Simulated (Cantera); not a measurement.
Input: 1 mol SiHCl3, 5.5 mol H2, 0.13 mol HCl, held at 13.3 mbar.

These are equilibrium values from Cantera (NASA tables, ideal gas, pure condensed phases), not measurements of a reactor. Candidate condensed phases: Si; 19 gas species. Gases not in the tables: Si2H6 and higher silanes. The numbers say what is thermodynamically allowed, not how fast it happens.

Q: What share of the Si ends up in condensed phases as a function of T (°C), at 1400, 1450, 1500, 1550, 1600, 1650, 1700, 1750, 1800, 1850, 1900?

A: 
```tsv
T (°C)	Si condensed (%)	as
1400	4.1	Si(s)
1450	4.9	Si(l)
1500	6.3	Si(l)
1550	7.7	Si(l)
1600	8.8	Si(l)
1650	9.6	Si(l)
1700	9.9	Si(l)
1750	9.3	Si(l)
1800	7.5	Si(l)
1850	3.7	Si(l)
1900	0.0	-
```
